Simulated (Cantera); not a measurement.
A freely propagating, adiabatic, planar premixed flame of 5.06 % C2H6, 18.1 % O2, 67.8 % N2, 9.10 % H2O, unburnt at 573 K and 750 Torr; mixture-averaged transport, grid criteria slope 0.08 and curve 0.16, no radiation.

Cantera simulation using GRI-Mech 3.0 (53 species, 325 reactions); the numbers are that mechanism's predictions, not measurements. Burning velocities carry a grid error of a few per cent, more on coarse grids.

x: mole fraction of selected species; z is measured from the peak of heat release.

```tsv
z (mm)	T (K)	u (m/s)	x C2H6	x O2	x H2O	x H2	x H2O2	x HO2
-1.11	573	0.998	0.0505	0.180	0.0910	0.00103	7.50e-8	2.04e-7
-0.738	575	1.00	0.0504	0.180	0.0912	0.00286	8.54e-7	2.32e-6
-0.554	582	1.02	0.0502	0.179	0.0920	0.00503	3.59e-6	9.90e-6
-0.369	626	1.10	0.0491	0.174	0.0970	[?]	[?]	[?]
-0.185	936	1.68	0.0374	0.146	0.126	0.0164	8.41e-5	0.000358
-0.0923	1311	2.40	0.0176	0.109	0.157	0.0204	5.09e-5	0.000302
0	1685	3.14	0.00126	0.0640	0.190	0.0211	2.19e-6	0.000141
0.0923	1843	3.43	3.53e-6	0.0377	0.204	0.0169	5.20e-7	2.16e-5
0.185	1895	3.51	<1e-8	0.0282	0.207	0.0147	4.35e-7	1.02e-5
0.369	1955	3.60	<1e-8	0.0225	0.208	0.0141	3.55e-7	7.32e-6
0.738	2028	3.71	<1e-8	0.0189	0.211	0.0129	2.62e-7	5.16e-6
1.48	2105	3.83	<1e-8	0.0157	0.217	0.0105	1.87e-7	3.35e-6
2.95	2174	3.94	<1e-8	[?]	0.222	[?]	[?]	[?]
```

Complete the blanks.


- -0.369, x H2: 0.00921
- -0.369, x H2O2: 2.08e-5
- -0.369, x HO2: 6.67e-5
- 2.95, x O2: 0.0127
- 2.95, x H2: 0.00800
- 2.95, x H2O2: 1.35e-7
- 2.95, x HO2: 2.09e-6
